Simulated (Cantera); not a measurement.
A perfectly stirred reactor is fed with CH4 : O2 : N2 = 1 : 4.26 : 31.1 (molar parts), equivalence ratio 0.47, at 608 Torr; it is adiabatic with a 700 K inlet, and is followed from long to short residence time, starting on the burning branch (τ in s: 0.042, 0.022, 0.012, 0.0061, 0.0032, 0.0017, 0.00088, 0.00046, 0.00024, 0.00013, 6.7e-05, 3.5e-05, 1.8e-05).

Model: GRI-Mech 3.0 (53 species, 325 reactions), integrated in Cantera.

Problem. What does this change do: 0.52 parts H2O added?

Solution. 
| quantity | before | after |
|---|---|---|
| blow-out, bracketed by the residence times tried | burning at 6.10 ms, out at 3.20 ms | not reached |
| x(CH4) at τ = 42.0 ms | 8.92e-5 | 0.0271 |
| x(O2) at τ = 42.0 ms | 0.0627 | 0.116 |
| x(CH2) at τ = 42.0 ms | 5.09e-8 | <1e-12 |
| x(NO2) at τ = 42.0 ms | 2.93e-9 | <1e-12 |
| x(HO2) at τ = 42.0 ms | 8.04e-6 | <1e-12 |
| x(CH4) at τ = 0.880 ms | 0.0275 | 0.0271 |
| x(O2) at τ = 0.880 ms | 0.117 | 0.116 |
| x(CH2) at τ = 0.880 ms | <1e-12 | <1e-12 |
| x(NO2) at τ = 0.880 ms | <1e-12 | <1e-12 |
| x(HO2) at τ = 0.880 ms | <1e-12 | <1e-12 |
| state | not reached | not burning at any residence time tried |

Problem. What does this change do: pressure from 608 Torr to 158 Torr?

Solution. 
```json
[
 {"quantity": "blow-out, bracketed by the residence times tried", "before": "burning at 6.10 ms, out at 3.20 ms", "after": "not reached"},
 {"quantity": "x(CH4) at τ = 42.0 ms", "before": "8.92e-5", "after": "0.0275"},
 {"quantity": "x(O2) at τ = 42.0 ms", "before": "0.0627", "after": "0.117"},
 {"quantity": "x(CH2) at τ = 42.0 ms", "before": "5.09e-8", "after": "<1e-12"},
 {"quantity": "x(NO2) at τ = 42.0 ms", "before": "2.93e-9", "after": "<1e-12"},
 {"quantity": "x(HO2) at τ = 42.0 ms", "before": "8.04e-6", "after": "<1e-12"},
 {"quantity": "x(CH4) at τ = 0.880 ms", "before": "0.0275", "after": "0.0275"},
 {"quantity": "x(O2) at τ = 0.880 ms", "before": "0.117", "after": "0.117"},
 {"quantity": "x(CH2) at τ = 0.880 ms", "before": "<1e-12", "after": "<1e-12"},
 {"quantity": "x(NO2) at τ = 0.880 ms", "before": "<1e-12", "after": "<1e-12"},
 {"quantity": "x(HO2) at τ = 0.880 ms", "before": "<1e-12", "after": "<1e-12"},
 {"quantity": "state", "before": "not reached", "after": "not burning at any residence time tried"}
]
```
